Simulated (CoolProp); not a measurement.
Vapour pressure (MPa) of R1224YDZ: the reference equation beside estimates from Tc = 155.5 °C, pc = 3.334 MPa, ω = 0.325.

The numbers come from the reference Helmholtz-energy equation of state, Akasaka 2023 in CoolProp.

```
T (°C)  reference  Redlich-Kwong  Soave-Redlich-Kwong
------  ---------  -------------  -------------------
-65.85  0.0009557       0.004679            0.0009991
-50.65   0.003168        0.01245             0.003237
-35.55   0.008677        0.02819             0.008749
-20.45    0.02055        0.05655              0.02057
-5.35     0.04329         0.1030              0.04318
9.85      0.08321         0.1742              0.08295
24.95      0.1472         0.2756               0.1470
40.05      0.2441         0.4141               0.2443
55.15      0.3837         0.5960               0.3853
70.35      0.5780         0.8293               0.5824
```

Absolute difference from the reference over all 10 rows, mean and median: Redlich-Kwong 158.6 and 123.6 %, Soave-Redlich-Kwong 1.0 and 0.4 %.
